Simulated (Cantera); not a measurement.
An isothermal, constant-pressure homogeneous reactor starts with CH₄ : N₂ = 1 : 1.3 (molar parts), at 1700 K and 0.0133 bar. Integrator tolerance rtol = 1e-08.

Cantera simulation using GRI-Mech 3.0 (53 species, 325 reactions); the numbers are that mechanism's predictions, not measurements. GRI-Mech 3.0 stops at C3 and has no aromatics, soot or wall deposition, so with more carbon than oxygen in the feed, carbon stays in small species such as C2H2 where larger ones or solid carbon would form. Radical loss at walls, strong at low pressure, is not modelled.

**Question.** What does this change do: CH4 1 to 5.5 parts?

**Answer.** 
```json
[
 {"quantity": "x(CH₄) at 6.00 s", "before": "0.00147 (gas-phase equilibrium 0.000162)", "after": "0.00215 (gas-phase equilibrium 0.000403)"},
 {"quantity": "x(H) at 6.00 s", "before": "0.000850 (gas-phase equilibrium 0.000866)", "after": "0.00104 (gas-phase equilibrium 0.00105)"},
 {"quantity": "x(C₂H₆) at 6.00 s", "before": "1.99e-8 (gas-phase equilibrium 3.93e-10)", "after": "2.91e-8 (gas-phase equilibrium 1.65e-9)"},
 {"quantity": "x(C₂H₂) at 6.00 s", "before": "0.151 (gas-phase equilibrium 0.0985)", "after": "0.223 (gas-phase equilibrium 0.190)"},
 {"quantity": "x(HCN) at 6.00 s", "before": "4.06e-6 (gas-phase equilibrium 0.106)", "after": "8.94e-7 (gas-phase equilibrium 0.0674)"}
]
```
